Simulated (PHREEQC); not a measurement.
A solution holds 0.0073 mol/kgw Al2(SO4)3, 0.0017 mol/kgw CuCl2, 0.0022 mol/kgw H2SO4 and 0.0013 mol/kgw NaCl, at 30 °C. Closed to the air; pH follows from the charge balance.

Model: ion-association model, phreeqc.dat, run in PHREEQC.

```tsv
quantity	before	after
pH	2.59	2.57
ionic strength (mol/kgw)	0.0420	0.0295
SO4-2 (mol/kgw)	0.00860	0.00734
HSO4- (mol/kgw)	0.00140	0.00133
Cu+2 (mol/kgw)	0.00118	0.00117
CuSO4 (mol/kgw)	0.000512	0.000519
SI of Halite (NaCl)	-6.96	-5.85
```

Question: Name the change that produced these shifts.
A. temperature from 30 to 40 °C
B. temperature from 30 to 75 °C
C. Al2(SO4)3 replaced by Na2SO4 at the same molality
D. diluted 100-fold with water
E. temperature from 30 to 35 °C

Answer: C, Al2(SO4)3 replaced by Na2SO4 at the same molality

This is a speciation only: nothing precipitates in the calculation.
